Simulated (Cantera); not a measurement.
A closed system holds: 1 mol Ti, a varied amount of C₃H₈, 50 mol H₂, held at 1600 K and 800 Pa.

Equilibrium computed with Cantera from the NASA thermochemical tables; the gas is ideal and each condensed phase is pure. Candidate condensed phases: C, C₆H₆, C₇H₈, C₈H₁₈, Ti, TiC; 77 gas species. Mutual solubility and eutectic melting of coexisting phases are not modelled. TiC: taken at fixed stoichiometry. Condensed phases not in the tables: N, O or C dissolved in the metal. The numbers say what is thermodynamically allowed, not how fast it happens.

x: gas mole fraction; n: condensed amount in mol.

| n(C₃H₈) (mol) | x H₂ | x H | x C₂H₂ (acetylene) | x CH₄ | x Ti | x CH₃ | x C₂H₄ | n Ti(β) | n TiC(s) | n C(graphite) |
|---|---|---|---|---|---|---|---|---|---|---|
| 0.08 | 0.999 | 0.000608 | <1e-12 | 5.63e-11 | 1.34e-6 | <1e-12 | <1e-12 | 0.760 | (withheld) | 0 |
| 0.13 | 0.999 | 0.000608 | <1e-12 | 5.63e-11 | 1.34e-6 | <1e-12 | <1e-12 | 0.610 | (withheld) | 0 |
| 0.21 | 0.999 | 0.000608 | <1e-12 | 5.63e-11 | 1.34e-6 | <1e-12 | <1e-12 | 0.370 | (withheld) | 0 |
| 0.35 | 0.999 | 0.000608 | 2.75e-5 | 1.30e-5 | 5.80e-12 | 1.61e-7 | 2.45e-8 | 0 | 1.00 | 0.0465 |
| 0.57 | 0.999 | 0.000608 | 2.75e-5 | 1.30e-5 | 5.80e-12 | 1.61e-7 | 2.45e-8 | 0 | 1.00 | 0.706 |
| 0.93 | 0.999 | 0.000608 | 2.75e-5 | 1.30e-5 | 5.80e-12 | 1.61e-7 | 2.45e-8 | 0 | 1.00 | 1.79 |
| 1.5 | 0.999 | 0.000608 | 2.75e-5 | 1.30e-5 | 5.80e-12 | 1.61e-7 | 2.45e-8 | 0 | 1.00 | 3.50 |

Some entries are withheld; supply them.


- 0.08, n TiC(s): 0.240
- 0.13, n TiC(s): 0.390
- 0.21, n TiC(s): 0.630
